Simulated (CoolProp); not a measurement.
A single-stage vapour-compression cycle with cyclopropane: evaporating at 288.15 K (dew point), condensing at 358.15 K (bubble point), superheat 10 K, subcooling 0 K, compressor efficiency 0.9, no pressure losses. Each further row changes one setting.

Model: reference Helmholtz-energy equation of state, Polt 1992, in CoolProp. This equation is an older, rougher fit; its heat capacities, sound speeds and derivatives of the liquid may be far off and weren't checked against measurements.

```
case                              cooling COP  pressure ratio  discharge temperature (K)  refrigerating effect (kJ/kg)  volumetric capacity (kJ/m³)
--------------------------------  -----------  --------------  -------------------------  ----------------------------  ---------------------------
as stated                                2.50            5.08                      387.9                           256                         2630
evaporating temperature 293.15 K         2.80            4.40                      385.8                             …                         3070
condensing temperature 353.15 K          2.81               …                          …                           271                            …
subcooling 5 K                           2.64            5.08                      387.9                           271                            …
superheat 20 K                           2.53            5.08                      396.7                           271                            …
compressor efficiency 0.8                2.22            5.08                      393.5                           256                         2630
```

### Question
Fill in the missing entries.

### Answer

- evaporating temperature 293.15 K, refrigerating effect (kJ/kg): 261
- condensing temperature 353.15 K, pressure ratio: 4.62
- condensing temperature 353.15 K, discharge temperature (K): 382.3
- condensing temperature 353.15 K, volumetric capacity (kJ/m³): 2780
- subcooling 5 K, volumetric capacity (kJ/m³): 2790
- superheat 20 K, volumetric capacity (kJ/m³): 2660
